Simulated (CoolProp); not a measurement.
Model: reference Helmholtz-energy equation of state, Tillner-Roth 1997, in CoolProp.

Give the vapour pressure (MPa), vapour density (kg/m³), liquid cp (kJ/(kg K)), surface tension (mN/m) of saturated CH2F2 (R32) at 280.6, 293.3, 306 K.


```tsv
T (K)	p (MPa)	vapour density (kg/m³)	liquid cp (kJ/(kg K))	surface tension (mN/m)
280.6	1.03	27.9	1.79	9.69
293.3	1.48	41.0	1.89	7.57
306	2.07	59.5	2.04	5.56
```

Surface tension comes from a separate correlation (Mulero 2012).
